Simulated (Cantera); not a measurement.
**Equilibrium for metals in furnace atmospheres: Cu + NH3 + N2**

Feed: 1 mol Cu, 1.1 mol NH3, 14 mol N2, held at 51000 Pa.

Equilibrium computed with Cantera from the NASA thermochemical tables; the gas is ideal and each condensed phase is pure. Candidate condensed phases: Cu; 11 gas species. Equilibrium is a limit: real reactors are often held back by kinetics, nucleation or transport.

```tsv
T (K)	x N2	x H2	x Cu	x H	x NH3	x Cu2	n Cu(s)	n Cu(l)
1248	0.898	0.102	8.64e-8	2.09e-7	2.42e-6	4.18e-12	1.000	0
1298	0.898	0.102	2.95e-7	4.79e-7	1.96e-6	2.38e-11	1.000	0
1348	0.898	0.102	9.18e-7	1.03e-6	1.62e-6	1.18e-10	1.000	0
1398	0.898	0.102	2.54e-6	2.11e-6	1.35e-6	4.89e-10	0	1.000
1448	0.898	0.102	6.50e-6	4.12e-6	1.14e-6	1.80e-9	0	1.000
1498	0.898	0.102	1.56e-5	7.68e-6	9.79e-7	6.03e-9	0	1.000
1548	0.898	0.102	3.53e-5	1.38e-5	8.46e-7	1.87e-8	0	0.999
1598	0.898	0.102	7.57e-5	2.38e-5	7.37e-7	5.36e-8	0	0.999
1648	0.898	0.102	0.000155	3.98e-5	6.48e-7	1.44e-7	0	0.997
1698	0.898	0.102	0.000303	6.46e-5	5.74e-7	3.63e-7	0	0.995
1748	0.898	0.102	0.000571	0.000102	5.12e-7	8.68e-7	0	0.991
1798	0.897	0.102	0.00104	0.000157	4.59e-7	1.97e-6	0	0.983
```
x: gas mole fraction; n: condensed amount in mol.

From 1248 K to 1348 K the condensed part is Cu(s). From 1398 K to 1798 K the condensed part is Cu(l). The main Cu-bearing gas is Cu throughout.
